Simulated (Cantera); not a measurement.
# Reactions in the system B-N-O

Cantera with NASA thermochemical tables; ideal gases at 1 bar, condensed phases pure. Values are per mole of reaction as written; species without (g) are pure solids or liquids, kept so even where they would boil at 1 bar.

6 O(g) + 2 BN → 2 NO₂(g) + B₂O₂(g)

```tsv
T (K)	ΔH° (kJ)	ΔS° (J/K)	ΔG° (kJ)	log10 K
300	-1380.9	-273.2	-1299.0	226.17
2148	-1435.1	-336.0	-713.5	17.35
2198	-1436.2	-336.5	-696.7	16.56
2248	-1437.3	-336.9	-679.8	15.80
2298	-1438.3	-337.4	-663.0	15.07
2348	-1439.4	-337.8	-646.1	14.37
2398	-1440.4	-338.3	-629.2	13.71
2448	-1441.4	-338.7	-612.3	13.06
2498	-1442.3	-339.1	-595.3	12.45
```
